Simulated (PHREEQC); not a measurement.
Make-up at 25 °C: 0.0016 mol Ni(NO3)2, 0.071 mol NaCl and 0.056 mol NiCl2 per kg of water. Closed to the air; pH follows from the charge balance.

Equilibrium calculation in PHREEQC: ion-association model, wateq4f.dat.

Precipitation was switched off in this run.

**Question.** Order these Ni species by the share of Ni that they hold, largest first: NiCl+, Ni+2, NiCl2.

**Answer.** Ni+2 (86 %), NiCl+ (11 %), NiCl2 (3.3 %)

**Question.** Order these Cl species by the share of Cl that they hold, largest first: NiCl2, Cl-, NiCl+.

**Answer.** Cl- (95 %), NiCl+ (3.4 %), NiCl2 (2.1 %)

The pH is 5.83 and the ionic strength 0.226 mol/kgw. Species that the database lacks are ignored.
